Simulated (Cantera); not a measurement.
An isothermal, constant-pressure homogeneous reactor starts with CO : O2 : H2O : N2 = 0.0067 : 0.022 : 0.03 : 1 (molar parts), equivalence ratio 0.15, at 900 K and 1000000 Pa.

Cantera simulation using GRI-Mech 3.0 (53 species, 325 reactions); the numbers are that mechanism's predictions, not measurements.

Question: Predict: x(CO) at 4.00 s; x(O2) at 4.00 s; x(H2O) at 4.00 s; x(H2) at 4.00 s.

Answer: 
| Property | Result |
|---|---|
| x(CO) at 4.00 s | 0.00547 (gas-phase equilibrium <1e-12) |
| x(O2) at 4.00 s | 0.0204 (gas-phase equilibrium 0.0177) |
| x(H2O) at 4.00 s | 0.0283 (gas-phase equilibrium 0.0284) |
| x(H2) at 4.00 s | 7.33e-7 (gas-phase equilibrium <1e-12) |
